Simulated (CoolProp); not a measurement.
Vapour-liquid equilibrium of R143a (1) + dimethyl ether (2) at 1.33 bar; x and y are mole fractions of (1).

Model: multi-fluid Helmholtz-energy mixture model, Lemmon and Jacobsen 2000 and Wu 2011; pair parameters Bell 2016, in CoolProp.

Q: Give the bubble temperature and the first vapour's composition at x = 0.2, 0.35, 0.5. Is there an azeotrope?

A: x = 0.2: 247.1 K, y = 0.409; x = 0.35: 243.0 K, y = 0.591; x = 0.5: 239.7 K, y = 0.721. No azeotrope shows between x = 0.05 and 0.95.

The pair parameters rest on a limited set of measurements; away from them the model extrapolates.
